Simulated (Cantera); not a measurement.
An isothermal, constant-pressure homogeneous reactor starts with NO : N2 = 1 : 0.71 (molar parts), at 1775 K and 0.710 bar. Integrator tolerance rtol = 1e-08.

Computed with Cantera and GRI-Mech 3.0 (53 species, 325 reactions).

Task: What does this change do: NO 1 to 0.15 parts?

Result: 
| quantity | before | after |
|---|---|---|
| x(NO) at 10.0 s | 0.196 (gas-phase equilibrium 0.00426) | 0.110 (gas-phase equilibrium 0.00263) |
| x(N2O) at 10.0 s | 1.48e-5 (gas-phase equilibrium 1.96e-7) | 4.98e-6 (gas-phase equilibrium 1.38e-7) |
| x(O) at 10.0 s | 5.08e-5 (gas-phase equilibrium 6.16e-5) | 2.09e-5 (gas-phase equilibrium 3.35e-5) |
| x(O2) at 10.0 s | 0.194 (gas-phase equilibrium 0.290) | 0.0319 (gas-phase equilibrium 0.0859) |
| x(NO2) at 10.0 s | 0.000419 (gas-phase equilibrium 1.11e-5) | 9.71e-5 (gas-phase equilibrium 3.75e-6) |
| x(N2) at 10.0 s | 0.610 (gas-phase equilibrium 0.705) | 0.858 (gas-phase equilibrium 0.911) |

Task: What does this change do: N2 0.71 to 1.2 parts?

Result: 
```json
[
 {"quantity": "x(NO) at 10.0 s", "before": "0.196 (gas-phase equilibrium 0.00426)", "after": "0.179 (gas-phase equilibrium 0.00392)"},
 {"quantity": "x(N2O) at 10.0 s", "before": "1.48e-5 (gas-phase equilibrium 1.96e-7)", "after": "1.26e-5 (gas-phase equilibrium 1.89e-7)"},
 {"quantity": "x(O) at 10.0 s", "before": "5.08e-5 (gas-phase equilibrium 6.16e-5)", "after": "4.28e-5 (gas-phase equilibrium 5.43e-5)"},
 {"quantity": "x(O2) at 10.0 s", "before": "0.194 (gas-phase equilibrium 0.290)", "after": "0.137 (gas-phase equilibrium 0.225)"},
 {"quantity": "x(NO2) at 10.0 s", "before": "0.000419 (gas-phase equilibrium 1.11e-5)", "after": "0.000324 (gas-phase equilibrium 9.04e-6)"},
 {"quantity": "x(N2) at 10.0 s", "before": "0.610 (gas-phase equilibrium 0.705)", "after": "0.683 (gas-phase equilibrium 0.771)"}
]
```
